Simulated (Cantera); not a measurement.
A Cantera script and its output.

```python
import numpy as np
import cantera as ct

gas = ct.Solution("h2o2.yaml")
gas.TPX = 350, 500000, {'H2': 1, 'O2': 0.294, 'N2': 1.4}
flame = ct.FreeFlame(gas, width=0.013)
flame.set_refine_criteria(ratio=3, slope=0.08, curve=0.16)
flame.transport_model = "mixture-averaged"
flame.solve(loglevel=0, auto=True)
z, T = flame.grid, flame.T
thick = (T[-1] - T[0]) / np.gradient(T, z).max()
show = ['H2', 'O2', 'H2O', 'H2O2', 'H', 'O']
print(f"laminar burning velocity  {flame.velocity[0] * 100:.3f} cm/s")
print(f"burnt temperature         {T[-1]:.1f} K")
print(f"thermal thickness         {thick * 1e3:.4f} mm")
print(f"grid points               {len(z)}")
z0 = z[flame.heat_release_rate.argmax()]
print(f"{'z/mm':>9s}{'T/K':>9s}{'u/(m/s)':>9s}" + "".join(f"{s:>11s}" for s in show))
rows = []
for k in (-3, -2, -1.5, -1, -0.5, -0.25, 0, 0.25, 0.5, 1, 2, 4, 8):
    zz = z0 + k * thick
    rows.append([k * thick, np.interp(zz, z, T), np.interp(zz, z, flame.velocity),
                 *(np.interp(zz, z, flame.X[gas.species_index(s)]) for s in show)])
    print(f"{rows[-1][0] * 1e3:9.3f}{rows[-1][1]:9.1f}{rows[-1][2]:9.3f}" + "".join(f"{x:11.3e}" for x in rows[-1][3:]))
```

It prints:

```
laminar burning velocity  272.333 cm/s
burnt temperature         2035.5 K
thermal thickness         0.0486 mm
grid points               107
     z/mm      T/K  u/(m/s)         H2         O2        H2O       H2O2          H          O
   -0.146    350.0    2.723  3.712e-01  1.091e-01  3.243e-09  1.820e-11  1.222e-15  1.545e-11
   -0.097    350.1    2.723  3.711e-01  1.092e-01  1.577e-07  1.096e-09  4.317e-14  4.712e-10
   -0.073    350.3    2.724  3.707e-01  1.092e-01  1.607e-06  1.271e-08  6.737e-13  3.586e-09
   -0.049    353.9    2.742  3.681e-01  1.097e-01  4.247e-05  4.218e-07  1.279e-10  5.704e-08
   -0.024    455.7    3.424  3.440e-01  1.117e-01  4.826e-03  5.593e-05  9.695e-06  5.543e-06
   -0.012    788.4    5.732  3.030e-01  1.012e-01  3.691e-02  1.315e-04  1.717e-03  1.508e-04
    0.000   1182.7    8.426  2.507e-01  7.486e-02  9.647e-02  4.843e-05  1.031e-02  8.727e-04
    0.012   1460.0   10.322  2.028e-01  4.256e-02  1.588e-01  6.604e-06  2.193e-02  1.636e-03
    0.024   1620.3   11.422  1.727e-01  1.958e-02  2.015e-01  2.237e-06  2.928e-02  1.469e-03
    0.049   1760.2   12.360  1.544e-01  3.595e-03  2.321e-01  9.920e-07  3.043e-02  6.894e-04
    0.097   1857.4   12.979  1.551e-01  3.681e-04  2.399e-01  4.580e-07  2.296e-02  3.094e-04
    0.194   1930.4   13.428  1.595e-01  9.610e-05  2.424e-01  2.107e-07  1.461e-02  1.326e-04
    0.389   1979.7   13.724  1.627e-01  3.346e-05  2.441e-01  8.838e-08  8.445e-03  4.649e-05
```

Model: the H2/O2 subset of GRI-Mech 3.0, which has no nitrogen chemistry, integrated in Cantera. The hydrogen kinetics of GRI-Mech 3.0 are dated; newer H2 mechanisms differ, most at raised pressure. Burning velocities carry a grid error of a few per cent, more on coarse grids.
